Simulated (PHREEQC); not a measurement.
Consider water at 25 °C with 1.5 mol/kgw MgSO4, 0.021 mol/kgw K2SO4 and 0.9 mol/kgw LiCl. Closed to the air; pH follows from the charge balance.

All values are PHREEQC results (Pitzer model, pitzer.dat), not measurements.

**Question.** The ionic strength comes out as 6.96 mol/kgw. What activity coefficients do HSO4-, Li+, K+, SO4-2, MgOH+ get?

**Answer.** HSO4- 0.55, Li+ 1.4, K+ 0.70, SO4-2 0.0097, MgOH+ 0.57. Single-ion values are on the MacInnes scale.

No solid was allowed to form. Species that the database lacks are ignored.
